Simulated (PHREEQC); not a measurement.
Make-up at 25 °C: 3.3 mol NaBr and 0.11 mol MgCl2 per kg of water. Closed to the air; pH follows from the charge balance.

Model: Pitzer model, pitzer.dat, run in PHREEQC.

```yaml
ionic_strength: 3.63 mol/kgw
activity_of_water: 0.864
density: 1.235 g/cm³
osmotic_coefficient: 1.174
```

```json
[
 {"species": "Br-", "molality": "3.30", "activity": "2.24", "log γ": "-0.169"},
 {"species": "Na+", "molality": "3.30", "activity": "3.80", "log γ": "0.062"},
 {"species": "Cl-", "molality": "0.220", "activity": "0.126", "log γ": "-0.241"},
 {"species": "Mg+2", "molality": "0.110", "activity": "0.223", "log γ": "0.307"},
 {"species": "H+", "molality": "4.73e-7", "activity": "1.41e-6", "log γ": "0.475"},
 {"species": "MgOH+", "molality": "4.51e-7", "activity": "2.12e-7", "log γ": "-0.329"},
 {"species": "OH-", "molality": "2.13e-8", "activity": "6.18e-9", "log γ": "-0.538"}
]
```

This is a speciation only: nothing precipitates in the calculation. Species that the database lacks are ignored.
